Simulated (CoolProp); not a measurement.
Cyclopentane along the isotherm 357.7 K: density (kg/m³) from the reference equation and from simpler models built on Tc = 511.7 K, pc = 4583 kPa, ω = 0.202; each cubic takes its own stable root.

The numbers come from the reference Helmholtz-energy equation of state, Gedanitz 2015 in CoolProp.

```json
[
 {"p (kPa)": "529", "phase": "liquid", "reference": "677.9"},
 {"p (kPa)": "1060", "phase": "liquid", "reference": "678.8"},
 {"p (kPa)": "1590", "phase": "liquid", "reference": "679.7"},
 {"p (kPa)": "2120", "phase": "liquid", "reference": "680.5"},
 {"p (kPa)": "2640", "phase": "liquid", "reference": "681.4"},
 {"p (kPa)": "3170", "phase": "liquid", "reference": "682.2"},
 {"p (kPa)": "3700", "phase": "liquid", "reference": "683.0"},
 {"p (kPa)": "4230", "phase": "liquid", "reference": "683.9"},
 {"p (kPa)": "4760", "phase": "liquid", "reference": "684.7"},
 {"p (kPa)": "5290", "phase": "liquid", "reference": "685.5"},
 {"p (kPa)": "5820", "phase": "liquid", "reference": "686.3"},
 {"p (kPa)": "6350", "phase": "liquid", "reference": "687.1"},
 {"p (kPa)": "6870", "phase": "liquid", "reference": "687.8"}
]
```

Task: How far does each simpler model (van der Waals, Redlich-Kwong, Soave-Redlich-Kwong) lie from the reference over these 13 states: mean and median of the absolute difference, and the worst?

Result: 
- van der Waals: mean 40.0 %, median 35.2 %, worst -98.0 % at 357.7 K and 529 kPa
- Redlich-Kwong: mean 6.9 %, median 6.9 %, worst -7.6 % at 357.7 K and 529 kPa
- Soave-Redlich-Kwong: mean 4.3 %, median 4.3 %, worst -4.8 % at 357.7 K and 529 kPa

At some of these states van der Waals gives the other phase, because its saturation line lies elsewhere.
